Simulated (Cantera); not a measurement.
Charge: 1 mol Fe2O3, 2.3 mol CO, 1.4 mol H2, equilibrated at 1.00 bar.

Equilibrium computed with Cantera from the NASA thermochemical tables; the gas is ideal and each condensed phase is pure. Candidate condensed phases: C, C6H6, C7H8, C8H18, Fe, Fe(CO)5, FeO, Fe(OH)2, Fe(OH)3, Fe2O3, Fe3O4, H2O; 114 gas species. The tables' stoichiometric FeO is somewhat more stable than real wüstite, so its field is too wide. FeO: taken at fixed stoichiometry. Rates play no part.

### Question
At 1798 K, list the 6 most abundant gas species with their mole fractions, and the condensed phases.

### Answer
CO 0.517, H2 0.213, H2O 0.165, CO2 0.105, H 0.000163, Fe(OH)2 2.36e-5. Condensed: FeO(l).
